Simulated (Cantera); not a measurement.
Input (Python, Cantera):

```python
import numpy as np
import cantera as ct

gas = ct.Solution("gri30.yaml")
gas.TPX = 1525, 100000, {'CH4': 1, 'H2': 0.1, 'O2': 1.08, 'N2': 4.06}
reactor = ct.IdealGasReactor(gas, energy="on", clone=False)
net = ct.ReactorNet([reactor])
net.rtol, net.atol = 1e-08, 1e-16
show = ['CH4', 'H2', 'O2', 'HO2', 'C2H2', 'CH3', 'NO']
times = np.geomspace(3e-06, 0.1, 11)

steps = ct.SolutionArray(gas, extra=["t"])
rows = []
print(f"{'t/s':>10s}{'T/K':>9s}{'P/Pa':>11s}" + "".join(f"{s:>11s}" for s in show))
for t in times:
    while net.time < t:
        t_next = net.step()
        steps.append(gas.state, t=t_next)
    rows.append([np.interp(t, steps.t, y) for y in (steps.T, steps.P, *steps(*show).X.T)])
    print(f"{t:10.3e}{rows[-1][0]:9.1f}{rows[-1][1]:11.4g}" + "".join(f"{x:11.3e}" for x in rows[-1][2:]))
rate = np.gradient(steps.T, steps.t)
print("integrator steps:", len(steps.t))
if steps.T.max() > steps.T[0] + 200:
    print(f"time of steepest temperature rise: {steps.t[rate.argmax()]:.4e} s")
gas.TPX = 1525, 100000, {'CH4': 1, 'H2': 0.1, 'O2': 1.08, 'N2': 4.06}
gas.equilibrate("UV")
print(f"equilibrium (UV): T = {gas.T:.1f} K  " + "  ".join(f"{s} {gas[s].X[0]:.3e}" for s in show))
```

Output:

```
       t/s      T/K       P/Pa        CH4         H2         O2        HO2       C2H2        CH3         NO
 3.000e-06   1525.0      1e+05  1.603e-01  1.603e-02  1.731e-01  5.207e-07  2.023e-17  1.182e-06  2.443e-16
 8.500e-06   1525.0      1e+05  1.603e-01  1.603e-02  1.731e-01  1.415e-06  2.720e-15  3.708e-06  1.059e-15
 2.408e-05   1524.9      1e+05  1.602e-01  1.603e-02  1.731e-01  3.538e-06  3.098e-13  1.304e-05  5.608e-15
 6.823e-05   1524.9  9.999e+04  1.602e-01  1.603e-02  1.730e-01  6.634e-06  4.977e-11  5.975e-05  4.780e-14
 1.933e-04   1526.3  1.001e+05  1.595e-01  1.602e-02  1.727e-01  9.137e-06  1.987e-08  3.165e-04  7.282e-13
 5.477e-04   1571.8  1.032e+05  1.494e-01  1.810e-02  1.664e-01  6.776e-05  1.102e-05  1.041e-03  2.575e-11
 1.552e-03   2808.1  2.145e+05  1.182e-11  1.400e-01  2.216e-04  2.402e-07  4.814e-14  3.028e-11  8.971e-04
 4.397e-03   2807.3  2.145e+05  1.190e-11  1.401e-01  2.199e-04  2.384e-07  4.841e-14  3.042e-11  1.015e-03
 1.246e-02   2807.3  2.145e+05  1.190e-11  1.401e-01  2.199e-04  2.384e-07  4.842e-14  3.042e-11  1.016e-03
 3.529e-02   2807.3  2.145e+05  1.190e-11  1.401e-01  2.199e-04  2.384e-07  4.842e-14  3.042e-11  1.016e-03
 1.000e-01   2807.3  2.145e+05  1.190e-11  1.401e-01  2.199e-04  2.384e-07  4.842e-14  3.042e-11  1.016e-03
integrator steps: 1869
time of steepest temperature rise: 7.2574e-04 s
equilibrium (UV): T = 2807.3 K  CH4 1.347e-11  H2 1.401e-01  O2 2.199e-04  HO2 2.384e-07  C2H2 5.226e-14  CH3 3.443e-11  NO 1.016e-03
```

Detailed kinetics in Cantera: GRI-Mech 3.0 (53 species, 325 reactions).
